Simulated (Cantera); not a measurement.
A closed system holds: 1 mol HCl, 0.15 mol H₂, 0.19 mol N₂, at 1.00 bar.

Equilibrium computed with Cantera from the NASA thermochemical tables; the gas is ideal and each condensed phase is pure. Candidate condensed phases: NH₄Cl; 12 gas species. The numbers say what is thermodynamically allowed, not how fast it happens.

x: gas mole fraction; nothing condenses.

```tsv
T (K)	x HCl	x Cl	x H₂	x N₂	x H	x NH₃
623	0.747	<1e-12	0.111	0.142	<1e-12	(withheld)
823	0.746	1.67e-11	0.112	0.142	2.45e-12	(withheld)
1023	0.746	8.52e-9	0.112	0.142	1.39e-9	(withheld)
1223	0.746	5.78e-7	0.112	0.142	1.01e-7	(withheld)
1423	0.746	1.21e-5	0.112	0.142	2.22e-6	(withheld)
1623	0.746	0.000121	0.112	0.142	2.31e-5	(withheld)
1823	0.745	0.000735	0.112	0.142	0.000145	(withheld)
2023	0.742	0.00311	0.113	0.142	0.000638	(withheld)
2223	0.732	0.0100	0.115	0.141	0.00217	(withheld)
2423	0.708	0.0258	0.120	0.140	0.00614	(withheld)
2623	0.665	0.0548	0.128	0.137	0.0151	1.56e-7
2823	0.598	0.0985	0.138	0.132	0.0329	(withheld)
3023	0.510	0.154	0.145	0.126	0.0645	(withheld)
3223	0.408	0.215	0.145	0.118	0.114	(withheld)
```

### Question
Complete the blanks.

### Answer

- 623, x NH₃: 0.000397
- 823, x NH₃: 3.36e-5
- 1023, x NH₃: 7.07e-6
- 1223, x NH₃: 2.43e-6
- 1423, x NH₃: 1.12e-6
- 1623, x NH₃: 6.20e-7
- 1823, x NH₃: 3.94e-7
- 2023, x NH₃: 2.76e-7
- 2223, x NH₃: 2.11e-7
- 2423, x NH₃: 1.75e-7
- 2823, x NH₃: 1.44e-7
- 3023, x NH₃: 1.31e-7
- 3223, x NH₃: 1.12e-7
